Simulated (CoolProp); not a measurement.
n-pentane at several states: Z from the reference equation and from simpler models built on Tc = 469.7 K, pc = 3368 kPa, ω = 0.251; each cubic takes its own stable root.

The numbers come from the reference Helmholtz-energy equation of state, Thol 2019 in CoolProp.

```json
[
 {"T (K)": "356.2", "p (kPa)": "2750", "phase": "liquid", "reference": "0.1188"},
 {"T (K)": "406.7", "p (kPa)": "77", "phase": "gas", "reference": "0.9872"},
 {"T (K)": "443.8", "p (kPa)": "1230", "phase": "gas", "reference": "0.8253"},
 {"T (K)": "284.5", "p (kPa)": "369", "phase": "liquid", "reference": "0.01772"},
 {"T (K)": "611.1", "p (kPa)": "211", "phase": "gas", "reference": "0.9916"},
 {"T (K)": "160.2", "p (kPa)": "273", "phase": "liquid", "reference": "0.01976"}
]
```

Q: How far does each simpler model (Redlich-Kwong, Peng-Robinson) lie from the reference over these 6 states: mean and median of the absolute difference, and the worst?

A: 
- Redlich-Kwong: mean 7.1 %, median 7.0 %, worst +14.6 % at 356.2 K and 2750 kPa
- Peng-Robinson: mean 1.3 %, median 1.1 %, worst -2.9 % at 284.5 K and 369 kPa
